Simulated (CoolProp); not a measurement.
Vapour-liquid equilibrium of benzene (1) + octamethylcyclotetrasiloxane (D4) (2) at 3.85 bar; x and y are mole fractions of (1).

Computed with CoolProp (multi-fluid Helmholtz-energy mixture model, Thol 2012 and Thol 2015; pair parameters Bell 2016).

Question: Give the bubble temperature and the first vapour's composition at x = 0.35, 0.425, 0.575. Is there an azeotrope?

Answer: x = 0.35: 455.7 K, y = 0.770; x = 0.425: 446.5 K, y = 0.836; x = 0.575: 431.7 K, y = 0.917. No azeotrope shows between x = 0.05 and 0.95.

The pair parameters rest on a limited set of measurements; away from them the model extrapolates.
